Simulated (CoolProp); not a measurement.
Hydrogen chloride at 396.23 K and 7.16 MPa is throttled through a valve to 3.03 MPa with no heat exchange. Each further row changes one setting.

Model: reference Helmholtz-energy equation of state, Thol 2018, in CoolProp.

| case | temperature change (K) | final density (kg/m³) |
|---|---|---|
| as stated | ? | ? |
| outlet pressure 0.909 MPa | ? | ? |
| outlet pressure 3.94 MPa | ? | ? |

**Question.** Fill in the missing entries.

**Answer.** 
- as stated, temperature change (K): -34.6
- as stated, final density (kg/m³): 40.9
- outlet pressure 0.909 MPa, temperature change (K): -56.9
- outlet pressure 0.909 MPa, final density (kg/m³): 12.2
- outlet pressure 3.94 MPa, temperature change (K): -26.1
- outlet pressure 3.94 MPa, final density (kg/m³): 53.2
